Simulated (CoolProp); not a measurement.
Properties of oxygen at several states.

Values from CoolProp's reference Helmholtz-energy equation of state, Schmidt 1985. Above 300 K oxygen's equation is extrapolated.

```tsv
T (K)	p (bar)	phase	density (kg/m³)	Joule-Thomson coefficient (K/MPa)	expansivity (1/kK)
865.4	0.127	gas	0.05648	-0.1493	1.156
640.9	0.554	gas	0.3326	0.2422	1.560
974.8	5.48	gas	2.161	-0.2580	1.025
```
